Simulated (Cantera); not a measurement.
Charge: 1 mol CH3Cl, 12 mol H2, equilibrated at 2475 K and 0.00220 bar.

Cantera equilibrium calculation (NASA polynomials, part measured and part estimated; ideal gas, pure solids and liquids). Candidate condensed phases: C, C6H6, C7H8, C8H18; 91 gas species. Rates play no part.

Q: What is the equilibrium state?

A: 
```json
{
  "x(H2)": "0.573",
  "x(H)": "0.363",
  "x(HCl)": "0.0399",
  "x(Cl)": "0.0179",
  "x(C2H2 (acetylene))": "0.00557",
  "x(C2H)": "0.000240",
  "x(C3)": "0.000153",
  "x(C)": "5.35e-5",
  "x(C4H2)": "2.24e-5",
  "n(C(graphite))": "0.788 mol",
  "gas_amount": "17.30 mol"
}
```
